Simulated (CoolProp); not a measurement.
A single-stage vapour-compression cycle with trans-2-butene: evaporating at 279.15 K (dew point), condensing at 348.15 K (bubble point), superheat 10 K, subcooling 5 K, compressor efficiency 0.7, no pressure losses. Each further row changes one setting.

The numbers come from the reference Helmholtz-energy equation of state, Lemmon 2005 in CoolProp. It is a short technical equation, of lower accuracy than the large ones.

```tsv
case	cooling COP	pressure ratio	discharge temperature (K)	refrigerating effect (kJ/kg)	volumetric capacity (kJ/m³)
as stated	…	7.24	373.1	262	783
evaporating temperature 284.15 K	2.41	…	371.1	269	950
condensing temperature 343.15 K	…	…	368.0	275	822
subcooling 10 K	2.25	7.24	373.1	275	822
superheat 20 K	2.18	7.24	383.5	278	…
compressor efficiency 0.6	1.84	7.24	…	262	783
```

Task: Fill in the missing entries.

Result: 
- as stated, cooling COP: 2.14
- evaporating temperature 284.15 K, pressure ratio: 6.05
- condensing temperature 343.15 K, cooling COP: 2.39
- condensing temperature 343.15 K, pressure ratio: 6.46
- superheat 20 K, volumetric capacity (kJ/m³): 799
- compressor efficiency 0.6, discharge temperature (K): 383.0
